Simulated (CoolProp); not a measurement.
Vapour pressure (MPa) of decamethylcyclopentasiloxane (D5): the reference equation beside estimates from Tc = 345.1 °C, pc = 1.078 MPa, ω = 0.631. Clausius-Clapeyron is anchored at 28.05 °C with a constant enthalpy of vaporisation of 64.27 kJ/mol.

Values from CoolProp's reference Helmholtz-energy equation of state, Thol 2019.

| T (°C) | reference | Lee-Kesler | Clausius-Clapeyron | Soave-Redlich-Kwong | Peng-Robinson |
|---|---|---|---|---|---|
| 28.05 | 2.512e-5 | 3.860e-5 | 2.512e-5 | 3.792e-5 | 4.727e-5 |
| 55.35 | 0.0001992 | 0.0002538 | 0.0002120 | 0.0002513 | 0.0002934 |
| 82.75 | 0.001043 | 0.001184 | 0.001297 | 0.001177 | 0.001308 |
| 110.05 | 0.003961 | 0.004194 | 0.006097 | 0.004181 | 0.004482 |
| 137.35 | 0.01184 | 0.01205 | 0.02332 | 0.01204 | 0.01256 |
| 164.65 | 0.02943 | 0.02935 | 0.07547 | 0.02940 | 0.03008 |
| 191.95 | 0.06347 | 0.06264 | 0.2128 | 0.06303 | 0.06358 |
| 219.25 | 0.1225 | 0.1204 | 0.5347 | 0.1218 | 0.1217 |
| 246.55 | 0.2167 | 0.2129 | 1.220 | 0.2167 | 0.2153 |
| 273.85 | 0.3581 | 0.3528 | 2.563 | 0.3605 | 0.3573 |

Absolute difference from the reference over all 10 rows, mean and median: Lee-Kesler 10.9 and 1.8 %, Clausius-Clapeyron 198.9 and 126.7 %, Soave-Redlich-Kwong 9.9 and 1.2 %, Peng-Robinson 18.4 and 4.1 %.
